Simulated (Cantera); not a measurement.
## Equilibrium for silicon etching in halogen gases: Si + HF + N2

Input: 1 mol Si, 4.9 mol HF, 1.6 mol N2, at 1025 K and 2.70e-5 bar.

Equilibrium computed with Cantera from the NASA thermochemical tables; the gas is ideal and each condensed phase is pure. Candidate condensed phases: Si, Si3N4; 37 gas species. The numbers say what is thermodynamically allowed, not how fast it happens.

| Property | Value |
|---|---|
| x(H2) | 0.364 |
| x(N2) | 0.291 |
| x(SiF4) | 0.182 |
| x(HF) | 0.164 |
| x(SiF3) | 3.64e-6 |
| x(SiHF3) | 1.30e-6 |
| gas amount | 5.500 mol |
| log10 activity of Si(s) (absent) | -11.93 |
